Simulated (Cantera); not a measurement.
Gas mixture: 29.4 % N2O, 22.3 % NO, 27.9 % H2O, 20.5 % O2, at 1.43 Torr, frozen composition.

Cantera's kinetic-theory transport with the Lennard-Jones parameters of GRI-Mech 3.0, ideal gas; thermal conductivity in the mixture-averaged form. Polar gases are described roughly by these parameters. The composition is frozen, though it would react at the higher temperatures.

One state of this run: ρ (kg/m³) = 0.000509; cp (J/kg/K) = 1455; μ (µPa s) = 53.3; λ (mW/m/K) = 111; Pr = 0.697; D (cm²/s) NO = 1470; D (cm²/s) CH4 = 1650; D (cm²/s) H2 = 5540. D: mixture-averaged diffusion coefficient of that species in the mixture.

Which value of T (K) does it belong to?
A. 1400
B. 1650
C. 900
D. 650

A, 1400
